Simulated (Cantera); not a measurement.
An isothermal, constant-pressure homogeneous reactor starts with 2.04 % C2H6, 98.0 % N2, at 1100 K and 0.168 atm.

Model: GRI-Mech 3.0 (53 species, 325 reactions), integrated in Cantera. GRI-Mech 3.0 stops at C3 and has no aromatics, soot or wall deposition, so with more carbon than oxygen in the feed, carbon stays in small species such as C2H2 where larger ones or solid carbon would form.

x: mole fraction; the columns are a selection and need not sum to one.

```tsv
t (s)	x C2H6	x HCN	x H	x C2H4	x C2H2	x C2H	x H2
0.000200	0.0204	<1e-12	6.13e-10	3.89e-9	<1e-12	<1e-12	3.33e-9
0.000520	0.0204	<1e-12	4.20e-9	6.50e-8	<1e-12	<1e-12	6.09e-8
0.00135	0.0204	<1e-12	2.60e-8	1.05e-6	3.46e-12	<1e-12	1.02e-6
0.00352	0.0204	<1e-12	1.27e-7	1.45e-5	6.19e-10	<1e-12	1.44e-5
0.00916	0.0203	1.19e-12	(withheld)	(withheld)	(withheld)	<1e-12	(withheld)
0.0238	0.0197	5.49e-12	4.56e-7	0.000643	1.30e-6	<1e-12	0.000631
0.0620	0.0182	9.93e-12	4.90e-7	(withheld)	(withheld)	<1e-12	(withheld)
0.161	0.0145	1.38e-11	5.52e-7	0.00544	0.000106	<1e-12	0.00549
0.420	0.00744	1.74e-11	6.61e-7	0.0116	0.000646	2.14e-12	0.0124
1.09	0.00130	1.96e-11	5.44e-7	0.0154	0.00252	4.32e-12	0.0197
2.84	0.000142	1.98e-11	2.24e-7	0.0141	0.00484	2.94e-12	0.0229
7.39	3.51e-5	1.98e-11	1.18e-7	0.0120	0.00692	2.03e-12	0.0250
19.2	2.41e-5	1.98e-11	1.06e-7	0.00932	0.00958	2.28e-12	0.0276
50.0	1.76e-5	1.98e-11	9.83e-8	0.00630	0.0125	2.52e-12	0.0303
```

Complete the blanks.


- 0.00916, x H: 3.34e-7
- 0.00916, x C2H4: 0.000131
- 0.00916, x C2H2: 5.16e-8
- 0.00916, x H2: 0.000129
- 0.0620, x C2H4: 0.00206
- 0.0620, x C2H2: 1.40e-5
- 0.0620, x H2: 0.00204
